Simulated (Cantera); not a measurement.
Mixture: CH₄ : CO : O₂ : N₂ = 1 : 0.051 : 2.11 : 7.93 (molar parts), at 680000 Pa, adiabatic and at constant volume. Ignition delay is the time to a rise of 400 K.

Detailed kinetics in Cantera: GRI-Mech 3.0 (53 species, 325 reactions).

Problem. Predict: delay at 1175 K; delay at 1325 K; delay at 1475 K; delay at 1625 K; delay at 1775 K; apparent activation energy between 1700 and 1850 K.

Solution. 
- delay at 1175 K: 9.98 ms
- delay at 1325 K: 1.56 ms
- delay at 1475 K: 0.311 ms
- delay at 1625 K: 77.0 µs
- delay at 1775 K: 23.9 µs
- apparent activation energy between 1700 and 1850 K: 180 kJ/mol
